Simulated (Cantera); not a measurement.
Charge: 1 mol Si, 0.76 mol N2O, 6.8 mol N2, at 1252 °C and 10.5 Torr.

These are equilibrium values from Cantera (NASA tables, ideal gas, pure condensed phases), not measurements of a reactor. Candidate condensed phases: Si, SiO2, Si2N2O, Si3N4; 16 gas species. Mutual solubility and eutectic melting of coexisting phases are not modelled. The tables hold silica as quartz up to 1696 K and as liquid above; real silica turns to tridymite and cristobalite and melts near 1996 K. Equilibrium is a limit: real reactors are often held back by kinetics, nucleation or transport.

Base state: N2 0.999, SiO 0.00127 (mole fractions); condensed: SiO2(β-quartz) + Si2N2O(s).

Q: What changes in the equilibrium state with this change: temperature from 1252 °C to 1825 °C?

A: 
```json
[
 {"species": "N2", "before": "0.999", "after": "0.900"},
 {"species": "SiO", "before": "0.00127", "after": "0.0905"},
 {"species": "Si", "before": "<1e-9", "after": "0.00934"},
 {"species": "Si2N", "before": "<1e-9", "after": "0.000263"},
 {"species": "SiN", "before": "<1e-9", "after": "0.000218"},
 {"species": "SiO2(β-quartz), mol", "before": "0.170", "after": "0"},
 {"species": "Si2N2O(s), mol", "before": "0.410", "after": "0"},
 {"species": "Si(l), mol", "before": "0", "after": "0.153"}
]
```
The tables' values for SiN are old estimates; treat these amounts as uncertain.

Q: What changes in the equilibrium state with this change: 0.0052 mol NH3 added?

A: 
```csv
species,before,after
N2,0.999,0.998
SiO,0.00127,0.00128
H2,0,0.00108
"SiO2(β-quartz), mol",0.170,0.170
"Si2N2O(s), mol",0.410,0.410
```
Further candidate phases: H2O.

Q: What changes in the equilibrium state with this change: temperature from 1252 °C to 1752 °C?

A: 
```csv
species,before,after
N2,0.999,0.905
SiO,0.00127,0.0909
Si,<1e-9,0.00416
Si2N,<1e-9,0.000147
SiN,<1e-9,0.000115
Si2,<1e-9,4.57e-5
"SiO2(β-quartz), mol",0.170,0
"Si2N2O(s), mol",0.410,0
"Si(l), mol",0,0.201
```
The tables' values for SiN are old estimates; treat these amounts as uncertain.
